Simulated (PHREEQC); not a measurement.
0.037 g of hydrous ferric oxide (600 m²/g; 0.2 weak and 0.005 strong sites per Fe, Dzombak-Morel constants, diffuse double layer) in 1 kg of water with 0.3 mol/kgw of an inert sodium salt and 0.013 mmol/kgw NiCl2 and 0.0014 mmol/kgw ZnCl2, at 25 °C; the pH is set by adding NaOH or the inert anion's acid. O2 is buffered at 0.21 atm. CO2 from the air is kept out. No solid was allowed to form.

Base run: PHREEQC, ion-association model, wateq4f.dat. Each further column changes one thing. The table gives Zn sorbed (%).

```json
[
 {"pH": "4", "base": "0.0", "no electrostatic term (-no_edl)": "0.0", "background salt from 0.3 to 0.03 mol/kgw": "0.0", "oxide from 0.037 to 0.18 g/kgw": "0.0"},
 {"pH": "5", "base": "0.2", "no electrostatic term (-no_edl)": "0.3", "background salt from 0.3 to 0.03 mol/kgw": "0.3", "oxide from 0.037 to 0.18 g/kgw": "1.1"},
 {"pH": "5.5", "base": "1.7", "no electrostatic term (-no_edl)": "2.8", "background salt from 0.3 to 0.03 mol/kgw": "1.8", "oxide from 0.037 to 0.18 g/kgw": "7.8"},
 {"pH": "6", "base": "9.7", "no electrostatic term (-no_edl)": "16.3", "background salt from 0.3 to 0.03 mol/kgw": "10.3", "oxide from 0.037 to 0.18 g/kgw": "35.1"},
 {"pH": "7", "base": "45.6", "no electrostatic term (-no_edl)": "60.5", "background salt from 0.3 to 0.03 mol/kgw": "48.3", "oxide from 0.037 to 0.18 g/kgw": "89.0"},
 {"pH": "8", "base": "91.3", "no electrostatic term (-no_edl)": "95.0", "background salt from 0.3 to 0.03 mol/kgw": "93.6", "oxide from 0.037 to 0.18 g/kgw": "99.5"},
 {"pH": "8.5", "base": "97.7", "no electrostatic term (-no_edl)": "97.5", "background salt from 0.3 to 0.03 mol/kgw": "98.4", "oxide from 0.037 to 0.18 g/kgw": "99.9"},
 {"pH": "9", "base": "98.8", "no electrostatic term (-no_edl)": "96.1", "background salt from 0.3 to 0.03 mol/kgw": "99.1", "oxide from 0.037 to 0.18 g/kgw": "100.0"},
 {"pH": "10", "base": "97.3", "no electrostatic term (-no_edl)": "37.3", "background salt from 0.3 to 0.03 mol/kgw": "98.8", "oxide from 0.037 to 0.18 g/kgw": "99.9"}
]
```

In at least one series the solution becomes supersaturated in solids that the run did not let form, among them Ni(OH)2.
